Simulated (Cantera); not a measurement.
An isothermal, constant-pressure homogeneous reactor starts with NH3 : H2 = 1 : 1.1 (molar parts), at 1548 K and 90.0 Torr.

Detailed kinetics in Cantera: the gas-phase N/H chemistry of the illustrative SiF4/NH3 mechanism in the Surface Chemkin manual (1991). Walls and surfaces, which speed up NH3 decomposition in real reactors, are not modelled.

**Question.** Predict: x(NH3) at 10.0 s; x(H2) at 10.0 s; x(N2H2) at 10.0 s; x(N) at 10.0 s; x(H) at 10.0 s.

**Answer.** 
| Quantity | Value |
|---|---|
| x(NH3) at 10.0 s | 0.426 (gas-phase equilibrium 1.97e-6) |
| x(H2) at 10.0 s | 0.557 (gas-phase equilibrium 0.839) |
| x(N2H2) at 10.0 s | 2.09e-7 (gas-phase equilibrium <1e-12) |
| x(N) at 10.0 s | 6.22e-9 (gas-phase equilibrium <1e-12) |
| x(H) at 10.0 s | 2.77e-5 (gas-phase equilibrium 8.19e-5) |
